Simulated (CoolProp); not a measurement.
A closed Brayton cycle with carbon dioxide: compressor inlet 313.15 K and 7.5 MPa, high pressure 14.1 MPa, turbine inlet 730 K, compressor efficiency 0.85, turbine efficiency 0.93, recuperator effectiveness 0.8 (on enthalpy, no pinch check). Each further row changes one setting.

Computed with CoolProp (reference Helmholtz-energy equation of state, Span 1996).

```
case                           thermal efficiency (%)  net work (kJ/kg)  compressor to turbine work  compressor exit (K)  turbine exit (K)
-----------------------------  ----------------------  ----------------  --------------------------  -------------------  ----------------
as stated                                        24.0              50.0                        0.35                362.3             657.3
turbine inlet 680 K                              23.0              44.0                        0.38                362.3             610.2
compressor inlet 323.15 K                        23.5              45.2                        0.41                377.1             657.3
high pressure 12 MPa                             20.7              38.7                        0.33                349.5             675.6
recuperator effectiveness 0.5                    16.1              50.0                        0.35                362.3             657.3
```
